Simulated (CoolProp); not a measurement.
Acetone along the isotherm 550 K: density (kg/m³) from the reference equation and from simpler models built on Tc = 508.1 K, pc = 4.692 MPa, ω = 0.307; each cubic takes its own stable root.

Computed with CoolProp (reference Helmholtz-energy equation of state, Lemmon 2006). It is a short technical equation, of lower accuracy than the large ones.

```csv
p (MPa),phase,reference,ideal gas,van der Waals
0.704,gas,9.368,8.941,9.292
1.41,gas,19.74,17.91,19.43
2.11,gas,31.21,26.80,30.50
2.82,gas,44.36,35.82,43.12
3.52,gas,59.28,44.71,57.45
4.22,gas,76.81,53.60,74.63
4.93,supercritical,98.34,62.61,97.02
5.63,supercritical,125.1,71.50,129.2
6.33,supercritical,160.8,80.39,178.5
7.04,supercritical,211.7,89.41,215.4
```
